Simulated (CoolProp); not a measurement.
Vapour-liquid equilibrium of n-butane (1) + R245fa (2) at 1.43 MPa; x and y are mole fractions of (1).

The numbers come from the multi-fluid Helmholtz-energy mixture model, Bücker 2006 and Akasaka 2015; pair parameters Bell 2016 in CoolProp.

```csv
x,"bubble temperature, mixture model (K)","bubble temperature, Raoult's law (K)","y, mixture model","y, Raoult's law"
0.05,374.1,378.3,0.114,0.059
0.2,364.6,377.0,0.342,0.230
0.35,360.1,375.7,0.468,0.392
0.5,358.3,374.3,0.551,0.546
0.65,358.1,373.0,0.625,0.691
0.8,359.7,371.6,0.722,0.829
0.95,365.8,370.3,0.900,0.959
```

The largest gap from Raoult's law is -16.0 K in bubble temperature, at x = 0.5. y crosses x between x = 0.5 and 0.65: the model has an azeotrope there.

The pair parameters rest on a limited set of measurements; away from them the model extrapolates.
